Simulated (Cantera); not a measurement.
Input (Python, Cantera) and output of one run.

```python
import numpy as np
import cantera as ct

gas_names = """
    C CO CO2 C2 C2O C3 C3O2 C4 C5 O O2 O3 Ta TaO TaO2
""".split()
cond_names = """
    C(gr) Ta(cr) Ta(L) TaC(s) TaC(L) Ta2O5(s) Ta2O5(L)
""".split()


# ... load() reads the species with a 1 bar reference pressure and builds the phases ...
atoms = {
    'Ta2O5': {'Ta': 2, 'O': 5},
    'CO': {'C': 1, 'O': 1},
}
top_T = {'C(gr)': 4500}  # K; cautious upper limits of use, not melting points


# ... equilibrate(T, P, feed) seeds the gas with the atoms and calls Mixture.equilibrate('TP', solver="vcs", rtol=1e-11, max_steps=5000) ...
results = []
feed = {'Ta2O5': 1, 'CO': 7.2}  # mol
T = 1073.15  # K
P = 2100  # Pa
mix = equilibrate(T, P, feed)
results.append((T, P, feed, dict(zip(mix.species_names, mix.species_moles))))
x = sorted(zip(gas.X, gas.species_names), reverse=True)
print(f"T = {T:g} K  P = {P:g} Pa  gas = {mix.phase_moles(0):.4g} mol")
print("   x: " + "  ".join(f"{s} {v:.3e}" for v, s in x if v > 1e-05))
print("   condensed (mol): " + ("  ".join(f"{mix.phase(i).name} {mix.phase_moles(i):.4g}"
      for i in range(1, mix.n_phases) if mix.phase_moles(i) > 1e-12) or "none"))
```

It prints:

```
T = 1073.15 K  P = 2100 Pa  gas = 7.179 mol
   x: CO 9.971e-01  CO2 2.932e-03
   condensed (mol): C(gr) 0.02105  Ta2O5(s) 1
```

Cantera equilibrium calculation (NASA polynomials, part measured and part estimated; ideal gas, pure solids and liquids).
